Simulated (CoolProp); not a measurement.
Vapour-liquid equilibrium of isohexane (1) + n-heptane (2) at 0.00937 MPa; x and y are mole fractions of (1).

Model: multi-fluid Helmholtz-energy mixture model, Lemmon 2006 and Span 2003; pair parameters Bell 2016, in CoolProp.

Q: Give the bubble temperature and the first vapour's composition at x = 0.2, 0.65, 0.95. Is there an azeotrope?

A: x = 0.2: 295.6 K, y = 0.540; x = 0.65: 281.0 K, y = 0.908; x = 0.95: 274.9 K, y = 0.991. No azeotrope shows between x = 0.05 and 0.95.

Pair parameters are fitted to limited data, so mixtures are less certain than the pure fluids.
